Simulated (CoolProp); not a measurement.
Properties of fluoroethane (R161) along the isotherm 237.2 K.

Model: reference Helmholtz-energy equation of state, Wu 2012, in CoolProp.

```tsv
p (MPa)	phase	density (kg/m³)	cp (kJ/(kg K))	Joule-Thomson coefficient (K/MPa)	isothermal compressibility (1/MPa)	fugacity coefficient
0.0158	gas	0.3870	1.072	37.69	63.61	0.9950
0.03	gas	0.7381	1.076	37.95	33.66	0.9905
0.0568	gas	1.410	1.084	38.44	17.94	0.9820
0.204	liquid	815.6	1.967	-0.3624	0.001501	0.5174
0.387	liquid	815.8	1.966	-0.3630	0.001496	0.2742
0.734	liquid	816.2	1.965	-0.3641	0.001487	0.1461
1.39	liquid	817.0	1.963	-0.3662	0.001470	0.07867
2.64	liquid	818.5	1.958	-0.3701	0.001439	0.04299
5	liquid	821.2	1.950	-0.3769	0.001384	0.02435
```
